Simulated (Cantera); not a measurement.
Feed: 1 mol Cr, 4.2 mol N2O, held at 1398 K and 0.390 bar.

Cantera equilibrium calculation (NASA polynomials, part measured and part estimated; ideal gas, pure solids and liquids). Candidate condensed phases: Cr, CrN, Cr2N, Cr2O3; 14 gas species. The numbers say what is thermodynamically allowed, not how fast it happens.

Base state: N2 0.756, O2 0.243, NO 0.000755 (mole fractions); condensed: Cr2O3(s).

Q: What changes in the equilibrium state with this change: 0.059 mol NH3 added?

A: 
| species | before | after |
|---|---|---|
| N2 | 0.756 | 0.752 |
| O2 | 0.243 | 0.232 |
| H2O | 0 | 0.0157 |
| OH | 0 | 1.55e-5 |
| NO | 0.000755 | 0.000735 |
| Cr2O3(s), mol | 0.500 | 0.500 |
Gases not in the tables: CrO2(OH)2. Further candidate phases: H2O.

Q: What changes in the equilibrium state with this change: Cr replaced by Ta?

A: 
| species | before | after |
|---|---|---|
| N2 | 0.756 | 0.831 |
| O2 | 0.243 | 0.168 |
| NO | 0.000755 | 0.000658 |
| Cr2O3(s), mol | 0.500 | 0 |
| Ta2O5(s), mol | 0 | 0.500 |
Further candidate phases: Ta, Ta2O5.
